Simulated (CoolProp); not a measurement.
Vapour pressure (kPa) of isobutene: the reference equation beside estimates from Tc = 418.1 K, pc = 4016 kPa, ω = 0.193.

The numbers come from the reference Helmholtz-energy equation of state, Lemmon 2005 in CoolProp. It is a short technical equation, of lower accuracy than the large ones.

```tsv
T (K)	reference	Lee-Kesler	van der Waals	Redlich-Kwong
261.3	83.48	82.60	439.7	124.6
265.2	97.63	96.78	477.4	144.1
269.1	113.6	112.8	517.2	165.7
273	131.5	130.8	559.1	___
276.9	151.5	151.0	603.2	216.1
280.9	174.4	174.0	650.8	245.9
284.8	___	199.1	699.5	___
288.7	226.6	226.7	750.6	312.6
292.6	256.8	257.2	804.1	350.5
296.5	___	___	860.0	391.6
300.4	326.3	___	918.4	436.0
304.4	367.0	___	980.9	485.1
```

**Question.** Some entries are withheld; supply them.

**Answer.** 
- 273, Redlich-Kwong: 189.7
- 284.8, reference: 199.2
- 284.8, Redlich-Kwong: 277.8
- 296.5, reference: 290.0
- 296.5, Lee-Kesler: 290.7
- 300.4, Lee-Kesler: 327.4
- 304.4, Lee-Kesler: 368.5

Absolute difference from the reference over all 12 rows, mean and median: Lee-Kesler 0.4 and 0.3 %, van der Waals 275.7 and 262.2 %, Redlich-Kwong 40.4 and 40.2 %.
